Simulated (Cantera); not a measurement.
Cu + O₂ + CO (metals in furnace atmospheres)

Charge: 1 mol Cu, 0.027 mol O₂, 65 mol CO, at 0.100 bar.

Cantera equilibrium calculation (NASA polynomials, part measured and part estimated; ideal gas, pure solids and liquids). Candidate condensed phases: C, Cu, CuO, Cu₂O; 15 gas species. The numbers say what is thermodynamically allowed, not how fast it happens.

From 1000 °C to 1075 °C the condensed part is Cu(s). From 1100 °C to 1200 °C the condensed part is Cu(l). The main Cu-bearing gas is Cu throughout.

```csv
T (°C),x CO,x CO₂,x Cu,x Cu₂,n Cu(s),n Cu(l)
1000,0.999,0.000831,8.24e-7,5.17e-11,1.000,0
1025,0.999,0.000831,1.50e-6,1.21e-10,1.000,0
1050,0.999,0.000831,2.68e-6,2.75e-10,1.000,0
1075,0.999,0.000831,4.68e-6,6.03e-10,1.000,0
1100,0.999,0.000831,7.90e-6,1.25e-9,0,0.999
1125,0.999,0.000831,1.30e-5,2.49e-9,0,0.999
1150,0.999,0.000831,2.09e-5,4.84e-9,0,0.999
1175,0.999,0.000831,3.32e-5,9.17e-9,0,0.998
1200,0.999,0.000831,5.17e-5,1.70e-8,0,0.997
```
x: gas mole fraction; n: condensed amount in mol.
